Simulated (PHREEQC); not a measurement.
A solution holds 8.2e-05 mol NaCl and 0.002 mol HCl per kg of water, at 25 °C. Closed to the air; pH follows from the charge balance.

The numbers come from PHREEQC with the ion-association model, phreeqc.dat.

| Property | Result |
|---|---|
| pH | 2.72 |
| ionic strength | 0.00208 mol/kgw |
| specific conductance | 832 µS/cm |
| total alkalinity | -2.00 meq/kg |

```csv
species,molality,activity,log γ
Cl-,0.00208,0.00198,-0.022
H+,0.00200,0.00191,-0.021
Na+,8.20e-5,7.80e-5,-0.022
```

This is a speciation only: nothing precipitates in the calculation.
